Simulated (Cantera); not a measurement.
**TiO2 + CO + H2 (carbothermic reduction)**

Charge: 1 mol TiO2, a varied amount of CO, 13 mol H2, at 3.90 bar.

Method: chemical equilibrium by Gibbs-energy minimisation in Cantera with the NASA 1993 tables (ideal gas, pure condensed phases). Candidate condensed phases: C, C6H6, C7H8, C8H18, H2O, Ti, TiC, TiO, TiO2, Ti2O3, Ti3O5, Ti4O7; 113 gas species. Mutual solubility and eutectic melting of coexisting phases are not modelled. Condensed phases not in the tables: Magnéli phases beyond Ti4O7. The numbers say what is thermodynamically allowed, not how fast it happens.

Stable condensed phases:

```
T in K \ n(CO) in mol
         1.6   3 4.5 5.9 7.3 8.8  10  12
   2125    A   A   A   A   A   A   A   A
   2025    A   A   A   A   A   A   A   A
   1925    A   A   A   A   A   A   A   A
   1825    A   A   A   A   A   A   A   A
   1725    B   B   A   A   A   A   A   A
   1625    C   C   C   C   C   C   C   C
   1525    C   C   C   C   C   C   C   C
   1425    D   D   D   D   D   D   D   D
   1325    E   E   E   E   E   F   F   F
   1225    E   E   E   E   F   F   F   F
   1125    E   E   E   F   F   F   F   F
   1025    E   E   F   F   F   F   F   F
```

A: Ti3O5; B: Ti3O5 + Ti4O7; C: Ti4O7; D: TiO2 + Ti4O7; E: TiO2; F: C + TiO2.
